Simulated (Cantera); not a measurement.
An isothermal, constant-pressure homogeneous reactor starts with 0.638 % H2, 99.4 % O2, equivalence ratio 0.0032, at 975 K and 10.00 Torr.

Model: the H2/O2 subset of GRI-Mech 3.0, which has no nitrogen chemistry, integrated in Cantera. Radical loss at walls, strong at low pressure, is not modelled.

x: mole fraction; the columns are a selection and need not sum to one.

```json
[
 {"t (s)": "1.00e-5", "x H2": "0.00638", "x O2": "0.994", "x H2O2": "<1e-12", "x O": "<1e-12", "x HO2": "<1e-12"},
 {"t (s)": "6.88e-5", "x H2": "0.00638", "x O2": "0.994", "x H2O2": "<1e-12", "x O": "<1e-12", "x HO2": "2.10e-12"},
 {"t (s)": "0.000473", "x H2": "0.00638", "x O2": "0.994", "x H2O2": "<1e-12", "x O": "1.07e-11", "x HO2": "1.46e-11"},
 {"t (s)": "0.00325", "x H2": "0.00638", "x O2": "0.994", "x H2O2": "<1e-12", "x O": "3.05e-10", "x HO2": "1.05e-10"},
 {"t (s)": "0.0224", "x H2": "0.00635", "x O2": "0.994", "x H2O2": "1.01e-10", "x O": "2.14e-5", "x HO2": "4.35e-7"},
 {"t (s)": "0.154", "x H2": "…", "x O2": "0.992", "x H2O2": "1.15e-8", "x O": "0.00127", "x HO2": "9.92e-7"},
 {"t (s)": "1.06", "x H2": "…", "x O2": "0.994", "x H2O2": "7.87e-9", "x O": "6.98e-5", "x HO2": "2.04e-7"},
 {"t (s)": "7.27", "x H2": "…", "x O2": "0.994", "x H2O2": "2.02e-9", "x O": "2.32e-6", "x HO2": "1.79e-8"},
 {"t (s)": "50.0", "x H2": "5.34e-10", "x O2": "0.994", "x H2O2": "2.32e-10", "x O": "1.31e-7", "x HO2": "1.38e-9"}
]
```

**Question.** Fill in the missing entries.

**Answer.** 
- 0.154, x H2: 8.78e-6
- 1.06, x H2: 4.17e-7
- 7.27, x H2: 1.13e-8
